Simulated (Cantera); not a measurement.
## Thermodynamics of silicon epitaxy and polysilicon growth, feed SiH₄ + Cl₂ + H₂

Feed: 1 mol SiH₄, 0.78 mol Cl₂, 220 mol H₂, held at 1523 K and 180 Torr.

Method: chemical equilibrium by Gibbs-energy minimisation in Cantera with the NASA 1993 tables (ideal gas, pure condensed phases). Candidate condensed phases: Si; 19 gas species. The numbers say what is thermodynamically allowed, not how fast it happens.

```
Item            Value
----------  ---------
x(H₂)           0.993
x(HCl)        0.00670
x(SiCl₂)     0.000148
x(H)          4.70e-5
x(SiH₂)       1.99e-6
x(SiCl₃)      1.05e-6
n(Si(s))    0.966 mol
gas amount  222.8 mol
```
